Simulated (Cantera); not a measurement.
A closed system holds: 1 mol Si3N4, 0.67 mol N2O, 5.4 mol H2, equilibrated at 0.370 Pa.

These are equilibrium values from Cantera (NASA tables, ideal gas, pure condensed phases), not measurements of a reactor. Candidate condensed phases: H2O, Si, SiO2, Si2N2O, Si3N4; 35 gas species. The tables' values for SiN are old estimates; treat these amounts as uncertain. Rates play no part. All values below are at 1973 K.

Base state: H 0.340, H2 0.235, N2 0.200, Si 0.174, SiO 0.0502, SiH 0.000118, SiN 4.17e-5, Si2 3.46e-5 (mole fractions); condensed: gas only.

**Question.** What changes in the equilibrium state with this change: N2O from 0.67 to 0.29 mol?

**Answer.** 
```
species    before     after
-------  --------  --------
H           0.340     0.347
H2          0.235     0.244
Si          0.174     0.209
SiO        0.0502    0.0224
N2          0.200     0.177
Si2       3.46e-5   4.99e-5
SiH      0.000118  0.000144
```
